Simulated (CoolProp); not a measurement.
Saturation properties of nitrogen.

Values from CoolProp's reference Helmholtz-energy equation of state, Span 2000.

```tsv
T (K)	p (MPa)	liquid density (kg/m³)	enthalpy of vaporisation (kJ/kg)	liquid viscosity (µPa s)	liquid conductivity (mW/(m K))
95	0.5405	(withheld)	171.4	88.0	110
98.4	0.6953	698.9	(withheld)	(withheld)	103
101.7	0.8739	678.9	157.1	72.0	96.8
105	1.083	657.5	148.8	65.3	90.3
108.4	1.334	(withheld)	139.3	58.9	83.6
111.7	1.615	607.9	128.7	(withheld)	77.1
115	1.937	578.7	116.3	47.3	70.6
118.4	2.315	543.1	100.8	41.4	64.0
121.7	2.732	498.8	81.10	35.1	58.0
```

### Question
Complete the blanks.

### Answer

- 95, liquid density (kg/m³): 718.3
- 98.4, enthalpy of vaporisation (kJ/kg): 164.5
- 98.4, liquid viscosity (µPa s): 79.4
- 108.4, liquid density (kg/m³): 633.6
- 111.7, liquid viscosity (µPa s): 53.0

It boils at 77.4 K under 1 atm.

Viscosity comes from a separate model (Lemmon 2004). Thermal conductivity comes from a separate model (Lemmon 2004).
